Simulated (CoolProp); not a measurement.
Vapour-liquid equilibrium of cyclohexane (1) + n-octane (2) at 451.1 K; x and y are mole fractions of (1).

The numbers come from the multi-fluid Helmholtz-energy mixture model, Zhou 2014 and Beckmüller 2019; pair parameters Bell 2016 in CoolProp.

```json
[
 {"x": "0.05", "bubble pressure (bar)": "3.818", "y at the bubble point": "0.104", "dew pressure at overall composition x (bar)": "?", "liquid density (mol/L)": "4.960"},
 {"x": "0.125", "bubble pressure (bar)": "4.208", "y at the bubble point": "0.240", "dew pressure at overall composition x (bar)": "?", "liquid density (mol/L)": "5.087"},
 {"x": "0.2", "bubble pressure (bar)": "4.609", "y at the bubble point": "0.356", "dew pressure at overall composition x (bar)": "4.087", "liquid density (mol/L)": "5.222"},
 {"x": "0.275", "bubble pressure (bar)": "?", "y at the bubble point": "0.456", "dew pressure at overall composition x (bar)": "4.323", "liquid density (mol/L)": "5.363"},
 {"x": "0.35", "bubble pressure (bar)": "5.435", "y at the bubble point": "0.543", "dew pressure at overall composition x (bar)": "4.587", "liquid density (mol/L)": "5.511"},
 {"x": "0.425", "bubble pressure (bar)": "5.860", "y at the bubble point": "0.620", "dew pressure at overall composition x (bar)": "4.884", "liquid density (mol/L)": "?"},
 {"x": "0.5", "bubble pressure (bar)": "6.291", "y at the bubble point": "0.688", "dew pressure at overall composition x (bar)": "5.220", "liquid density (mol/L)": "5.833"},
 {"x": "0.575", "bubble pressure (bar)": "6.728", "y at the bubble point": "0.748", "dew pressure at overall composition x (bar)": "5.603", "liquid density (mol/L)": "6.008"},
 {"x": "0.65", "bubble pressure (bar)": "7.172", "y at the bubble point": "0.803", "dew pressure at overall composition x (bar)": "6.043", "liquid density (mol/L)": "6.193"},
 {"x": "0.725", "bubble pressure (bar)": "7.621", "y at the bubble point": "0.852", "dew pressure at overall composition x (bar)": "6.553", "liquid density (mol/L)": "6.390"},
 {"x": "0.8", "bubble pressure (bar)": "8.078", "y at the bubble point": "0.897", "dew pressure at overall composition x (bar)": "7.148", "liquid density (mol/L)": "6.599"},
 {"x": "0.875", "bubble pressure (bar)": "8.540", "y at the bubble point": "0.938", "dew pressure at overall composition x (bar)": "7.849", "liquid density (mol/L)": "6.823"},
 {"x": "0.95", "bubble pressure (bar)": "9.009", "y at the bubble point": "0.976", "dew pressure at overall composition x (bar)": "8.681", "liquid density (mol/L)": "7.061"}
]
```

Q: What belongs in the gaps?

A: 
- 0.05, dew pressure at overall composition x (bar): 3.682
- 0.125, dew pressure at overall composition x (bar): 3.874
- 0.275, bubble pressure (bar): 5.018
- 0.425, liquid density (mol/L): 5.668

No azeotrope shows between x = 0.05 and 0.95.

Pair parameters are fitted to limited data, so mixtures are less certain than the pure fluids.
